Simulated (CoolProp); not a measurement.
R124 at 298.15 K and 3.09 MPa flows at 0.14 m/s in a round tube of 25 mm bore and 45 µm roughness, fully developed (64/Re and Nu = 3.66 if laminar; Colebrook and Gnielinski if turbulent). Each further row changes one setting.

The numbers come from the reference Helmholtz-energy equation of state, de Vries 1995 in CoolProp.

```tsv
case	Reynolds number	Darcy friction factor	pressure drop (Pa/m)	heat-transfer coefficient (W/(m² K))	mass flow (kg/h)
as stated	18300	0.0299	16.0	[?]	339
velocity 0.28 m/s	36600	0.0270	57.9	654	677
diameter 50 mm	36600	0.0249	[?]	308	[?]
```

Problem. Fill in the missing entries.

Solution. 
- as stated, heat-transfer coefficient (W/(m² K)): 342
- diameter 50 mm, pressure drop (Pa/m): 6.68
- diameter 50 mm, mass flow (kg/h): 1350

Viscosity comes from a separate model (Bell 2016), an estimate that may be off by 10 % or more. Thermal conductivity comes from a separate model (Huber 2003), an estimate that may be off by 10 % or more.
